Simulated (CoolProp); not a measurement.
Water along the isobar 73.5 bar: Z from the reference equation and from simpler models built on Tc = 373.9 °C, pc = 220.6 bar, ω = 0.344; each cubic takes its own stable root.

Model: reference Helmholtz-energy equation of state, Wagner 2002, in CoolProp.

| T (°C) | phase | reference |
|---|---|---|
| 137.55 | liquid | 0.04161 |
| 151.65 | liquid | 0.04078 |
| 165.65 | liquid | 0.04006 |
| 179.65 | liquid | 0.03945 |
| 193.65 | liquid | 0.03893 |
| 207.65 | liquid | 0.03852 |
| 221.65 | liquid | 0.03820 |
| 235.75 | liquid | 0.03800 |

Task: How far does each simpler model (van der Waals, Redlich-Kwong, Soave-Redlich-Kwong, Peng-Robinson) lie from the reference over these 8 states: mean and median of the absolute difference, and the worst?

Result: 
- van der Waals: mean 341.2 %, median 110.4 %, worst +1958.2 % at 235.75 °C and 73.5 bar
- Redlich-Kwong: mean 45.6 %, median 45.4 %, worst +49.1 % at 235.75 °C and 73.5 bar
- Soave-Redlich-Kwong: mean 37.8 %, median 37.7 %, worst +39.9 % at 235.75 °C and 73.5 bar
- Peng-Robinson: mean 21.8 %, median 21.7 %, worst +23.4 % at 235.75 °C and 73.5 bar

At some of these states van der Waals gives the other phase, because its saturation line lies elsewhere.
